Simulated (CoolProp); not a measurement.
Vapour-liquid equilibrium of sulfur dioxide (1) + toluene (2) at 0.0306 MPa; x and y are mole fractions of (1).

Values from CoolProp's multi-fluid Helmholtz-energy mixture model, Gao 2016 and Lemmon 2006; pair parameters Bell 2016.

```json
[
 {"x": "0.05", "bubble temperature, mixture model (°C)": "40.8", "bubble temperature, Raoult's law (°C)": "32.8", "y, mixture model": "0.743", "y, Raoult's law": "0.826"},
 {"x": "0.2", "bubble temperature, mixture model (°C)": "2.1", "bubble temperature, Raoult's law (°C)": "-0.9", "y, mixture model": "___", "y, Raoult's law": "0.978"},
 {"x": "0.35", "bubble temperature, mixture model (°C)": "___", "bubble temperature, Raoult's law (°C)": "-13.4", "y, mixture model": "0.993", "y, Raoult's law": "0.992"},
 {"x": "0.5", "bubble temperature, mixture model (°C)": "-21.7", "bubble temperature, Raoult's law (°C)": "-20.8", "y, mixture model": "0.997", "y, Raoult's law": "0.997"},
 {"x": "0.65", "bubble temperature, mixture model (°C)": "-26.7", "bubble temperature, Raoult's law (°C)": "-26.0", "y, mixture model": "0.999", "y, Raoult's law": "0.998"},
 {"x": "0.8", "bubble temperature, mixture model (°C)": "-30.2", "bubble temperature, Raoult's law (°C)": "-29.9", "y, mixture model": "0.999", "y, Raoult's law": "0.999"},
 {"x": "0.95", "bubble temperature, mixture model (°C)": "___", "bubble temperature, Raoult's law (°C)": "-33.0", "y, mixture model": "1.000", "y, Raoult's law": "1.000"}
]
```

**Question.** Fill in the missing entries.

**Answer.** 
- 0.2, y, mixture model: 0.973
- 0.35, bubble temperature, mixture model (°C): -13.3
- 0.95, bubble temperature, mixture model (°C): -33.1

The largest gap from Raoult's law is +8.0 K in bubble temperature, at x = 0.05. No azeotrope shows between x = 0.05 and 0.95.

Pair parameters are fitted to limited data, so mixtures are less certain than the pure fluids. The gap from Raoult's law changes sign with composition, which may be real or a fault of the pair parameters; it wasn't checked against measurements.
